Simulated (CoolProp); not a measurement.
R125 along the isobar 202 bar: density (kg/m³) from the reference equation and from simpler models built on Tc = 66.0 °C, pc = 36.18 bar, ω = 0.305; each cubic takes its own stable root.

Model: reference Helmholtz-energy equation of state, Lemmon 2005, in CoolProp.

| T (°C) | phase | reference | van der Waals | Redlich-Kwong | Soave-Redlich-Kwong | Peng-Robinson |
|---|---|---|---|---|---|---|
| -54.95 | liquid | 1590 | 1013 | 1436 | 1471 | 1651 |
| -39.65 | liquid | 1544 | 995.8 | 1399 | 1434 | 1610 |
| -24.35 | liquid | 1498 | 978.0 | 1361 | 1395 | 1567 |
| -9.05 | liquid | 1451 | 959.8 | 1321 | 1354 | 1520 |
| 6.25 | liquid | 1402 | 941.3 | 1281 | 1310 | 1469 |
| 21.45 | liquid | 1353 | 922.6 | 1239 | 1263 | 1415 |
| 36.75 | liquid | 1302 | 903.5 | 1196 | 1214 | 1358 |
| 52.05 | liquid | 1249 | 883.9 | 1153 | 1162 | 1297 |
| 67.35 | supercritical | 1195 | 864.1 | 1108 | 1107 | 1233 |
| 82.65 | supercritical | 1138 | 843.9 | 1064 | 1052 | 1166 |
| 97.95 | supercritical | 1081 | 823.5 | 1018 | 994.6 | 1099 |
| 113.25 | supercritical | 1022 | 802.8 | 973.6 | 937.6 | 1031 |
| 128.55 | supercritical | 963.4 | 781.8 | 929.2 | 881.5 | 964.5 |
| 143.85 | supercritical | 905.5 | 760.7 | 885.7 | 827.6 | 901.2 |
| 159.15 | supercritical | 849.7 | 739.5 | 843.5 | 776.8 | 842.1 |
| 174.35 | supercritical | 797.4 | 718.4 | 803.3 | 730.1 | 788.2 |
